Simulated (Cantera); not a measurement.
Carbothermic reduction: Fe3O4 + CH4 + N2

Charge: 1 mol Fe3O4, a varied amount of CH4, 0.22 mol N2, held at 0.100 bar.

Method: chemical equilibrium by Gibbs-energy minimisation in Cantera with the NASA 1993 tables (ideal gas, pure condensed phases). Candidate condensed phases: C, C6H6, C7H8, C8H18, Fe, Fe(CO)5, FeO, Fe(OH)2, Fe(OH)3, Fe2O3, Fe3O4, H2O; 140 gas species. Each liquid is taken as pure. Mutual solubility and eutectic melting of coexisting phases are not modelled. The tables' stoichiometric FeO is somewhat more stable than real wüstite, so its field is too wide. FeO: taken at fixed stoichiometry. Equilibrium is a limit: real reactors are often held back by kinetics, nucleation or transport.

### Question
Map the stable condensed phases over T = 1698, 1798, 1898, 1998, 2098, 2198, 2298, 2398, 2498, 2598 K and n(CH4) in mol = 0.72, 0.87, 1, 1.2, 1.5, 1.8, 2.1, 2.5, 3.1.

### Answer
```
T in K \ n(CH4) in mol
         0.72 0.87    1  1.2  1.5  1.8  2.1  2.5  3.1
   2598     A    A    A    A    A    A    B    B    B
   2498     A    A    A    A    A    A    A    B    B
   2398     A    C    C    C    C    C    C    D    D
   2298     C    C    C    C    C    C    C    D    D
   2198     C    C    C    C    C    C    C    D    D
   2098     C    C    C    C    C    C    C    D    D
   1998     C    C    C    C    C    C    C    D    D
   1898     C    C    C    C    C    C    C    D    D
   1798     C    C    C    C    C    C    C    D    D
   1698     C    C    C    C    C    C    C    D    D
```
A: FeO; B: gas only; C: Fe + FeO; D: Fe.
